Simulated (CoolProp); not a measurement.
Vapour-liquid equilibrium of isopentane (1) + toluene (2) at 418.3 K; x and y are mole fractions of (1).

Model: multi-fluid Helmholtz-energy mixture model, Lemmon 2006 and Lemmon 2006; pair parameters Bell 2016, in CoolProp.

Question: Give the bubble pressure and the first vapour's composition at x = 0.35, 0.575, 0.65. Is there an azeotrope?

Answer: x = 0.35: 0.7994 MPa, y = 0.756; x = 0.575: 1.115 MPa, y = 0.862; x = 0.65: 1.213 MPa, y = 0.887. No azeotrope shows between x = 0.05 and 0.95.

The pair parameters rest on a limited set of measurements; away from them the model extrapolates. The gap from Raoult's law changes sign with composition, which may be real or a fault of the pair parameters; it wasn't checked against measurements.
